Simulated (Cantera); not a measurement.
What does this Cantera script print?

```python
import numpy as np
import cantera as ct

gas_names = """
    CL CL2 H HCL H2 Si SiCL SiCL2 SiCL3 SiCL4 SiH SiHCL3 SiH2 SiH2CL2 SiH3 SiH3CL SiH4 Si2 Si3
""".split()
cond_names = """
    Si(cr) Si(L)
""".split()


# ... load() reads the species with a 1 bar reference pressure and builds the phases ...
atoms = {
    'Si': {'Si': 1},
    'HCl': {'H': 1, 'CL': 1},
    'H2': {'H': 2},
    'Cl2': {'CL': 2},
}
top_T = {}  # K; cautious upper limits of use, not melting points


# ... equilibrate(T, P, feed) seeds the gas with the atoms and calls Mixture.equilibrate('TP', solver="vcs", rtol=1e-11, max_steps=5000) ...
results = []
feed = {'Si': 1, 'HCl': 1.3, 'H2': 3.3, 'Cl2': 2.9}  # mol
P = 230000  # Pa
for T in [500, 600, 700, 800, 900, 1000, 1100, 1200, 1300, 1400]:
    mix = equilibrate(T, P, feed)
    results.append((T, P, feed, dict(zip(mix.species_names, mix.species_moles))))
    x = sorted(zip(gas.X, gas.species_names), reverse=True)
    print(f"T = {T:g} K  P = {P:g} Pa  gas = {mix.phase_moles(0):.4g} mol")
    print("   x: " + "  ".join(f"{s} {v:.3e}" for v, s in x if v > 0.0001))
    print("   condensed (mol): " + ("  ".join(f"{mix.phase(i).name} {mix.phase_moles(i):.4g}"
          for i in range(1, mix.n_phases) if mix.phase_moles(i) > 1e-12) or "none"))
```

Result:

```
T = 500 K  P = 230000 Pa  gas = 6.5 mol
   x: HCL 4.769e-01  H2 3.692e-01  SiCL4 1.538e-01
   condensed (mol): none
T = 600 K  P = 230000 Pa  gas = 6.5 mol
   x: HCL 4.769e-01  H2 3.692e-01  SiCL4 1.538e-01
   condensed (mol): none
T = 700 K  P = 230000 Pa  gas = 6.5 mol
   x: HCL 4.769e-01  H2 3.692e-01  SiCL4 1.538e-01
   condensed (mol): none
T = 800 K  P = 230000 Pa  gas = 6.5 mol
   x: HCL 4.770e-01  H2 3.691e-01  SiCL4 1.537e-01  SiHCL3 1.075e-04
   condensed (mol): none
T = 900 K  P = 230000 Pa  gas = 6.5 mol
   x: HCL 4.773e-01  H2 3.689e-01  SiCL4 1.535e-01  SiHCL3 3.370e-04
   condensed (mol): none
T = 1000 K  P = 230000 Pa  gas = 6.5 mol
   x: HCL 4.778e-01  H2 3.684e-01  SiCL4 1.530e-01  SiHCL3 8.313e-04
   condensed (mol): none
T = 1100 K  P = 230000 Pa  gas = 6.5 mol
   x: HCL 4.787e-01  H2 3.674e-01  SiCL4 1.520e-01  SiHCL3 1.721e-03  SiCL3 1.046e-04
   condensed (mol): none
T = 1200 K  P = 230000 Pa  gas = 6.502 mol
   x: HCL 4.805e-01  H2 3.657e-01  SiCL4 1.502e-01  SiHCL3 3.110e-03  SiCL3 4.995e-04
   condensed (mol): none
T = 1300 K  P = 230000 Pa  gas = 6.507 mol
   x: HCL 4.836e-01  H2 3.627e-01  SiCL4 1.467e-01  SiHCL3 5.013e-03  SiCL3 1.829e-03  SiCL2 1.354e-04
   condensed (mol): none
T = 1400 K  P = 230000 Pa  gas = 6.523 mol
   x: HCL 4.896e-01  H2 3.571e-01  SiCL4 1.398e-01  SiHCL3 7.218e-03  SiCL3 5.330e-03  SiCL2 8.624e-04
   condensed (mol): none
```

Equilibrium computed with Cantera from the NASA thermochemical tables; the gas is ideal and each condensed phase is pure. The tables' values for SiCl3 are old estimates; treat these amounts as uncertain.
